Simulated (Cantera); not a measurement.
Cantera run:

```python
import numpy as np
import cantera as ct

gas_names = """
    B BH BH2 BH3 BO BO2 B2 B2O B2O2 B2O3 B3O3H3 H HBO HBO2 HO2 H2 H2O H2O2 H3B3O6 O OH O2 O3
""".split()
cond_names = """
    B(b) B(L) B2O3(L) B3O3H3(cr) H2O(s) H2O(L)
""".split()


# ... load() reads the species with a 1 bar reference pressure and builds the phases ...
atoms = {
    'B2O3': {'B': 2, 'O': 3},
    'H2O': {'H': 2, 'O': 1},
}
top_T = {}  # K; cautious upper limits of use, not melting points


# ... equilibrate(T, P, feed) seeds the gas with the atoms and calls Mixture.equilibrate('TP', solver="vcs", rtol=1e-11, max_steps=5000) ...
results = []
feed = {'B2O3': 1, 'H2O': 6.1}  # mol
P = 1000  # Pa
for T in [1573, 1623, 1673, 1723, 1773, 1823, 1873, 1923]:
    mix = equilibrate(T, P, feed)
    results.append((T, P, feed, dict(zip(mix.species_names, mix.species_moles))))

top = {s: max(r[3][s] / sum(r[3][g] for g in gas_names) for r in results) for s in gas_names}
cols = sorted((s for s in top if top[s] > 1e-06), key=lambda s: -top[s])[:9]
seen = [c for c in cond_names if any(r[3].get(c, 0) > 1e-12 for r in results)]
print("log10 of partial pressures in bar; condensed amounts in mol")
print(f"{'T/K':>10s}" + "".join(f"{s[:9]:>10s}" for s in cols + seen))
for T, P, feed, n in results:
    ng = sum(n[g] for g in gas_names)
    print(f"{T:10.4g}" + "".join(f"{np.log10(max(n[s] / ng * P / 1e5, 1e-99)):10.3f}" for s in cols)
          + "".join(f"{n.get(c, 0):10.4g}" for c in seen))
```

Output:

```
log10 of partial pressures in bar; condensed amounts in mol
       T/K       H2O      HBO2        H2      B2O3        O2        OH       BO2         H         O
      1573    -2.142    -2.566    -4.851    -4.339    -5.219    -5.550    -5.884    -6.816    -7.591
      1623    -2.142    -2.567    -4.679    -4.289    -5.052    -5.342    -5.679    -6.500    -7.247
      1673    -2.143    -2.570    -4.517    -4.244    -4.895    -5.146    -5.486    -6.202    -6.924
      1723    -2.144    -2.572    -4.364    -4.201    -4.748    -4.962    -5.305    -5.921    -6.619
      1773    -2.145    -2.575    -4.220    -4.161    -4.609    -4.789    -5.134    -5.656    -6.332
      1823    -2.147    -2.578    -4.084    -4.124    -4.479    -4.625    -4.973    -5.405    -6.061
      1873    -2.149    -2.582    -3.956    -4.089    -4.356    -4.471    -4.821    -5.168    -5.804
      1923    -2.153    -2.586    -3.836    -4.056    -4.240    -4.326    -4.677    -4.944    -5.561
```

Method: chemical equilibrium by Gibbs-energy minimisation in Cantera with the NASA 1993 tables (ideal gas, pure condensed phases). Gases not in the tables: H3BO3.
